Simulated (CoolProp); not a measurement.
The numbers come from the reference Helmholtz-energy equation of state, Schmidt 1985 in CoolProp.

Task: Give the vapour pressure (bar), enthalpy of vaporisation (kJ/kg), vapour Z, liquid viscosity (µPa s) of saturated oxygen at 84.5 K.

Result: 
| T (K) | p (bar) | enthalpy of vaporisation (kJ/kg) | vapour Z | liquid viscosity (µPa s) |
|---|---|---|---|---|
| 84.5 | 0.535 | 218 | 0.980 | 228 |

Viscosity comes from a separate model (Lemmon 2004).
